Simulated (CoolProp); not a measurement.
R236EA at 298.15 K and 0.0835 MPa flows at 0.93 m/s in a round tube of 50 mm bore and 0.25 µm roughness, fully developed (64/Re and Nu = 3.66 if laminar; Colebrook and Gnielinski if turbulent). Each further row changes one setting.

Model: reference Helmholtz-energy equation of state, Rui 2013, in CoolProp.

```csv
case,Reynolds number,Darcy friction factor,pressure drop (Pa/m),heat-transfer coefficient (W/(m² K)),mass flow (kg/h)
as stated,22500,0.0252,1.15,15.4,34.6
velocity 1.86 m/s,44900,0.0214,3.90,26.5,69.3
diameter 100 mm,44900,0.0214,0.488,13.2,139
```

Viscosity comes from a separate model (Huber 2003), an estimate that may be off by 10 % or more. Thermal conductivity comes from a separate model (Huber 2003), an estimate that may be off by 10 % or more.
